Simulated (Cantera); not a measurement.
A perfectly stirred reactor is fed with H₂ : O₂ = 0.13 : 1 (molar parts), equivalence ratio 0.065, at 1.28 Torr; it is held at 925 K, and followed from long to short residence time.

Model: GRI-Mech 3.0 (53 species, 325 reactions), integrated in Cantera. Radical loss at walls, strong at low pressure, is not modelled. Below about 950 K walls govern HO2 and H2O2 in real vessels. The temperature is held fixed by assumption; the heat of reaction is taken as removed at once.

Question: What does this change do: O2 1 to 0.6 parts?

Answer: 
```json
[
 {"quantity": "x(H₂) at τ = 26.0 s", "before": "0.000470", "after": "0.000703"},
 {"quantity": "x(O₂) at τ = 26.0 s", "before": "0.876", "after": "0.803"},
 {"quantity": "x(OH) at τ = 26.0 s", "before": "0.000469", "after": "0.000572"},
 {"quantity": "x(HO₂) at τ = 26.0 s", "before": "1.22e-6", "after": "1.72e-6"},
 {"quantity": "x(H₂O) at τ = 26.0 s", "before": "0.121", "after": "0.194"},
 {"quantity": "x(H₂) at τ = 0.480 s", "before": "0.00486", "after": "0.00735"},
 {"quantity": "x(O₂) at τ = 0.480 s", "before": "0.856", "after": "0.781"},
 {"quantity": "x(OH) at τ = 0.480 s", "before": "0.00184", "after": "0.00225"},
 {"quantity": "x(HO₂) at τ = 0.480 s", "before": "1.86e-6", "after": "2.41e-6"},
 {"quantity": "x(H₂O) at τ = 0.480 s", "before": "0.105", "after": "0.169"}
]
```

Question: What does this change do: temperature 925 to 1248 K?

Answer: 
```
quantity                 before     after
---------------------  --------  --------
x(H₂) at τ = 26.0 s    0.000470  0.000472
x(O₂) at τ = 26.0 s       0.876     0.870
x(OH) at τ = 26.0 s    0.000469   0.00284
x(HO₂) at τ = 26.0 s    1.22e-6   4.38e-7
x(H₂O) at τ = 26.0 s      0.121     0.119
x(H₂) at τ = 0.480 s    0.00486   0.00322
x(O₂) at τ = 0.480 s      0.856     0.823
x(OH) at τ = 0.480 s    0.00184   0.00711
x(HO₂) at τ = 0.480 s   1.86e-6   7.06e-7
x(H₂O) at τ = 0.480 s     0.105     0.100
```
